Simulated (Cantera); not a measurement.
A closed system holds: 1 mol Si, 0.0013 mol O2, 86 mol H2, equilibrated at 51.0 Pa.

Method: chemical equilibrium by Gibbs-energy minimisation in Cantera with the NASA 1993 tables (ideal gas, pure condensed phases). Candidate condensed phases: H2O, Si, SiO2; 18 gas species. Mutual solubility and eutectic melting of coexisting phases are not modelled. Gases not in the tables: Si2H6 and higher silanes. Kinetics and transport are ignored.

x: gas mole fraction; n: condensed amount in mol.

```tsv
T (K)	x H2	x H	x Si	x SiH	n Si(s)	n SiO2(β-quartz)	n Si(l)
1025	1.000	1.93e-7	1.29e-12	(withheld)	0.999	0.00118	0
1125	1.000	1.97e-6	1.37e-10	(withheld)	0.997	0	0
1225	1.000	1.38e-5	6.78e-9	(withheld)	0.997	0	0
1325	1.000	7.24e-5	1.85e-7	(withheld)	0.997	0	0
1425	1.000	0.000302	3.16e-6	(withheld)	0.997	0	0
1525	0.999	0.00105	3.70e-5	(withheld)	0.994	0	0
1625	0.997	0.00312	0.000319	(withheld)	0.968	0	0
1725	0.990	0.00818	0.00199	(withheld)	0	0	0.816
1825	0.972	0.0192	0.00892	0.000211	0	0	0.181
1925	0.948	0.0412	0.0109	0.000196	0	0	0
```

Task: What belongs in the gaps?

Result: 
- 1025, x SiH: 1.62e-12
- 1125, x SiH: 7.77e-11
- 1225, x SiH: 1.96e-9
- 1325, x SiH: 3.03e-8
- 1425, x SiH: 3.17e-7
- 1525, x SiH: 2.42e-6
- 1625, x SiH: 1.43e-5
- 1725, x SiH: 6.39e-5
